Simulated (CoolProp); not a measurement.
Toluene at 343.58 K and 0.447 MPa flows at 7.3 m/s in a round tube of 25 mm bore and 1.5 µm roughness, fully developed (64/Re and Nu = 3.66 if laminar; Colebrook and Gnielinski if turbulent). Each further row changes one setting.

Computed with CoolProp (reference Helmholtz-energy equation of state, Lemmon 2006). It is a short technical equation, of lower accuracy than the large ones.

| case | Reynolds number | Darcy friction factor | pressure drop (Pa/m) | heat-transfer coefficient (W/(m² K)) | mass flow (kg/h) |
|---|---|---|---|---|---|
| as stated | 432000 | 0.0143 | 12400 | 9300 | 10600 |
| velocity 14.6 m/s | 865000 | 0.0130 | 45500 | 17400 | 21100 |
| diameter 50 mm | 865000 | 0.0125 | 5470 | 8460 | 42300 |

Viscosity comes from a separate model (Avgeri 2015). Thermal conductivity comes from a separate model (Assael 2012).
